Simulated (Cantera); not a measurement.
Input (Python, Cantera) and output of one run.

```python
import numpy as np
import cantera as ct

gas_names = [...]  # 87 gases of nasa_gas.yaml made of C, H, Si
cond_names = """
    C(gr) C6H6(L) C7H8(L) C8H18(L),n-octa Si(cr) Si(L) SiC(b)
""".split()


# ... load() reads the species with a 1 bar reference pressure and builds the phases ...
atoms = {
    'SiH4': {'Si': 1, 'H': 4},
    'CH4': {'C': 1, 'H': 4},
    'H2': {'H': 2},
}
top_T = {'C(gr)': 4500, 'SiC(b)': 3050}  # K; cautious upper limits of use, not melting points


# ... equilibrate(T, P, feed) seeds the gas with the atoms and calls Mixture.equilibrate('TP', solver="vcs", rtol=1e-11, max_steps=5000) ...
results = []
feed = {'SiH4': 1, 'CH4': 0.32, 'H2': 5.3}  # mol
P = 10000  # Pa
for T in [1250, 1350, 1450, 1550, 1650, 1750, 1850, 1950, 2050, 2150]:
    mix = equilibrate(T, P, feed)
    results.append((T, P, feed, dict(zip(mix.species_names, mix.species_moles))))

top = {s: max(r[3][s] / sum(r[3][g] for g in gas_names) for r in results) for s in gas_names}
cols = sorted((s for s in top if top[s] > 1e-06), key=lambda s: -top[s])[:7]
seen = [c for c in cond_names if any(r[3].get(c, 0) > 1e-12 for r in results)]
print("log10 of partial pressures in bar; condensed amounts in mol")
print(f"{'T/K':>10s}" + "".join(f"{s[:9]:>10s}" for s in cols + seen))
for T, P, feed, n in results:
    ng = sum(n[g] for g in gas_names)
    print(f"{T:10.4g}" + "".join(f"{np.log10(max(n[s] / ng * P / 1e5, 1e-99)):10.3f}" for s in cols)
          + "".join(f"{n.get(c, 0):10.4g}" for c in seen))
```

Result:

```
log10 of partial pressures in bar; condensed amounts in mol
       T/K        H2         H        Si       SiH      SiH2      Si2C       Si2    Si(cr)     Si(L)    SiC(b)
      1250    -1.000    -6.816   -11.081   -10.538    -8.504   -14.934   -14.909      0.68         0      0.32
      1350    -1.000    -6.123    -9.700    -9.396    -7.757   -13.091   -13.112      0.68         0      0.32
      1450    -1.000    -5.524    -8.512    -8.413    -7.114   -11.506   -11.566      0.68         0      0.32
      1550    -1.000    -5.002    -7.479    -7.559    -6.554   -10.131   -10.222      0.68         0      0.32
      1650    -1.000    -4.542    -6.572    -6.810    -6.063    -8.926    -9.044    0.6799         0      0.32
      1750    -1.000    -4.134    -5.824    -6.202    -5.682    -7.916    -8.110         0    0.6797      0.32
      1850    -1.001    -3.769    -5.191    -5.695    -5.376    -7.052    -7.346         0     0.679      0.32
      1950    -1.002    -3.442    -4.623    -5.240    -5.102    -6.280    -6.661         0     0.677    0.3199
      2050    -1.004    -3.146    -4.112    -4.832    -4.857    -5.585    -6.045         0    0.6713    0.3197
      2150    -1.007    -2.878    -3.649    -4.463    -4.637    -4.957    -5.488         0    0.6561    0.3188
```

Method: chemical equilibrium by Gibbs-energy minimisation in Cantera with the NASA 1993 tables (ideal gas, pure condensed phases). Mutual solubility and eutectic melting of coexisting phases are not modelled. Gases not in the tables: Si2H6 and higher silanes.
